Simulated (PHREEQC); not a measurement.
# Ultrapure water in contact with air or piping (model solution)

Model water analysis in mg/kgw, 20 °C, pH 5.97, pe 10.1: Na 0.158; K 0.0618; Ca 0.326; Mg 0.332; Cl 0.897; S(6) as SO4 0.663; Alkalinity as HCO3 0.873; Cd 0.00225.

Valence states are taken as typed.

Computed with PHREEQC (ion-association model, phreeqc.dat).

Each row changes one thing in this solution. No solid was allowed to form.

```json
[
 {"case": "as made", "CO2 (mol/kgw)": "3.93e-5", "HCO3- (mol/kgw)": "1.54e-5", "MgSO4 (mol/kgw)": "1.77e-8", "CaSO4 (mol/kgw)": "8.79e-9", "MgHCO3+ (mol/kgw)": "2.31e-9", "CaHCO3+ (mol/kgw)": "1.40e-9", "SI of Otavite (CdCO3)": "-4.84", "SI of Gypsum (CaSO4:2H2O)": "-5.71"},
 {"case": "Cl from 0.897 to 1.79 mg/kgw", "CO2 (mol/kgw)": "3.93e-5", "HCO3- (mol/kgw)": "1.54e-5", "MgSO4 (mol/kgw)": "1.76e-8", "CaSO4 (mol/kgw)": "8.74e-9", "MgHCO3+ (mol/kgw)": "2.30e-9", "CaHCO3+ (mol/kgw)": "1.40e-9", "SI of Otavite (CdCO3)": "-4.84", "SI of Gypsum (CaSO4:2H2O)": "-5.71"},
 {"case": "temperature from 20 to 35 °C at the same typed pH", "CO2 (mol/kgw)": "3.33e-5", "HCO3- (mol/kgw)": "1.54e-5", "MgSO4 (mol/kgw)": "2.58e-8", "CaSO4 (mol/kgw)": "9.79e-9", "MgHCO3+ (mol/kgw)": "2.48e-9", "CaHCO3+ (mol/kgw)": "1.73e-9", "SI of Otavite (CdCO3)": "-4.72", "SI of Gypsum (CaSO4:2H2O)": "-5.70"},
 {"case": "all concentrations times 2 at the same typed pH", "CO2 (mol/kgw)": "7.57e-5", "HCO3- (mol/kgw)": "?", "MgSO4 (mol/kgw)": "6.85e-8", "CaSO4 (mol/kgw)": "3.40e-8", "MgHCO3+ (mol/kgw)": "8.77e-9", "CaHCO3+ (mol/kgw)": "5.34e-9", "SI of Otavite (CdCO3)": "-4.27", "SI of Gypsum (CaSO4:2H2O)": "-5.12"},
 {"case": "pH from 5.97 to 6.27 at the same alkalinity", "CO2 (mol/kgw)": "1.90e-5", "HCO3- (mol/kgw)": "?", "MgSO4 (mol/kgw)": "1.77e-8", "CaSO4 (mol/kgw)": "8.80e-9", "MgHCO3+ (mol/kgw)": "?", "CaHCO3+ (mol/kgw)": "?", "SI of Otavite (CdCO3)": "-4.56", "SI of Gypsum (CaSO4:2H2O)": "-5.71"},
 {"case": "S(6) from 0.663 to 0.332 mg/kgw", "CO2 (mol/kgw)": "3.93e-5", "HCO3- (mol/kgw)": "1.54e-5", "MgSO4 (mol/kgw)": "8.92e-9", "CaSO4 (mol/kgw)": "4.42e-9", "MgHCO3+ (mol/kgw)": "2.31e-9", "CaHCO3+ (mol/kgw)": "1.41e-9", "SI of Otavite (CdCO3)": "-4.84", "SI of Gypsum (CaSO4:2H2O)": "-6.01"}
]
```

Task: Fill in the missing entries.

Result: 
- all concentrations times 2 at the same typed pH, HCO3- (mol/kgw): 2.97e-5
- pH from 5.97 to 6.27 at the same alkalinity, HCO3- (mol/kgw): 1.48e-5
- pH from 5.97 to 6.27 at the same alkalinity, MgHCO3+ (mol/kgw): 2.23e-9
- pH from 5.97 to 6.27 at the same alkalinity, CaHCO3+ (mol/kgw): 1.35e-9
